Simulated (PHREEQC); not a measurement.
Dissolve 1.3 mmol/kgw HCl, 17 mmol/kgw Li2SO4 and 60 mmol/kgw NiSO4 at 20 °C. Closed to the air; pH follows from the charge balance.

Equilibrium calculation in PHREEQC: ion-association model, wateq4f.dat.

Each row changes one thing in this solution. This is a speciation only: nothing precipitates in the calculation.

```csv
case,pH,ionic strength (mol/kgw),SO4-2 (mol/kgw),Ni+2 (mol/kgw),NiSO4 (mol/kgw),HSO4- (mol/kgw),SI of Morenosite (NiSO4:7H2O),SI of Ni(OH)2 (Ni(OH)2)
as made,3.36,0.177,0.0468,0.0327,0.0272,0.000752,-1.43,-5.69
Li2SO4 from 0.017 to 0.085 mol/kgw,3.51,0.333,0.0955,0.0276,0.0322,0.000904,-1.35,-5.50
Li2SO4 from 0.017 to 0.0034 mol/kgw,3.31,0.147,0.0368,0.0345,0.0254,0.000693,-1.46,-5.74
HCl from 0.0013 to 0.00013 mol/kgw,4.36,0.177,0.0473,[?],0.0274,7.55e-5,-1.43,-3.68
Li2SO4 left out,3.29,0.140,0.0343,[?],0.0249,0.000675,-1.47,-5.75
HCl replaced by ZnCl2 at the same molality,6.14,0.179,0.0467,0.0328,0.0271,1.23e-6,-1.43,-0.12
```

**Question.** What belongs in the gaps?

**Answer.** 
- HCl from 0.0013 to 0.00013 mol/kgw, Ni+2 (mol/kgw): 0.0325
- Li2SO4 left out, Ni+2 (mol/kgw): 0.0350
